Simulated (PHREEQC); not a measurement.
Consider water at 25 °C with 0.017 mol HF, 0.00035 mol NaF and 0.00014 mol (NH4)2SiF6 per kg of water. Closed to the air; pH follows from the charge balance.

Equilibrium calculation in PHREEQC: ion-association model, phreeqc.dat.

No solid was allowed to form.

**Question.** Predict the pH.

**Answer.** pH 2.53.

**Question.** In which forms is F present?

**Answer.** HF 75 %, F- 18 %, SiF6-2 4.6 %, HF2- 1.9 % of the F.

Complexes and solids missing from the database can't appear. SiF6-2 is the database's only silicon fluoride.
